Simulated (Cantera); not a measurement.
## Counterflow diffusion flame

A counterflow diffusion flame at 1.01 bar, nozzles 20 mm apart: fuel side CH4 : N2 = 1 : 1.4 (molar parts) at 475 K, oxidiser side O2 : N2 = 0.22 : 0.78 (molar parts) at 798 K, fuel mass flux 1.3 times the oxidiser's; mixture-averaged transport, no radiation.

Cantera simulation using GRI-Mech 3.0 (53 species, 325 reactions); the numbers are that mechanism's predictions, not measurements. GRI-Mech 3.0 has no aromatics or soot, which form on the fuel side of real flames. The maximum strain rate includes the flame's own expansion and is several times the mean.

| oxidiser flux (kg/m²/s) | max strain (1/s) | mean strain (1/s) | T max (K) | peak x OH | peak x H | peak x NO | peak x CO | peak x C2H2 |
|---|---|---|---|---|---|---|---|---|
| 0.25 | 221 | 55.8 | 2141 | 0.00830 | 0.00394 | 0.000327 | 0.0505 | 0.00887 |
| 0.32 | 278 | 71.5 | 2130 | 0.00833 | 0.00408 | 0.000308 | 0.0501 | 0.00853 |
| 0.41 | 350 | 91.6 | 2118 | 0.00832 | 0.00422 | 0.000287 | 0.0497 | 0.00820 |
| 0.52 | 438 | 116 | 2107 | 0.00830 | 0.00435 | 0.000264 | 0.0493 | 0.00784 |
| 0.66 | 548 | 147 | 2095 | 0.00826 | 0.00447 | 0.000241 | 0.0490 | 0.00751 |
| 0.83 | 680 | 185 | 2083 | 0.00818 | 0.00459 | 0.000218 | 0.0489 | 0.00716 |
| 1.1 | 888 | 246 | 2068 | 0.00807 | 0.00471 | 0.000188 | 0.0488 | 0.00673 |
| 1.3 | 1040 | 290 | 2058 | 0.00798 | 0.00476 | 0.000170 | 0.0488 | 0.00643 |
| 1.7 | 1340 | 380 | 2040 | 0.00776 | 0.00480 | 0.000140 | 0.0488 | 0.00587 |
x: mole fraction; the columns are a selection and need not sum to one.
